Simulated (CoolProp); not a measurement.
Vapour-liquid equilibrium of carbon dioxide (1) + propylene (2) at 0.579 MPa; x and y are mole fractions of (1).

The numbers come from the multi-fluid Helmholtz-energy mixture model, Span 1996 and Lemmon 2013; pair parameters Bell 2016 in CoolProp.

```csv
x,bubble temperature (K),y at the bubble point,dew temperature at overall composition x (K),liquid density (mol/L)
0.05,261.6,0.304,271.1,13.64
0.15,246.3,0.616,267.6,14.78
0.25,237.4,0.749,263.8,15.81
0.35,232.0,0.816,259.7,16.82
0.45,228.5,0.856,255.1,17.87
0.55,226.1,0.883,250.1,19.01
0.65,224.3,0.904,244.2,20.28
0.75,222.7,0.925,237.3,21.74
0.85,221.3,0.948,229.0,23.43
0.95,219.9,0.979,221.2,25.43
```

No azeotrope shows between x = 0.05 and 0.95.

The pair parameters rest on a limited set of measurements; away from them the model extrapolates.
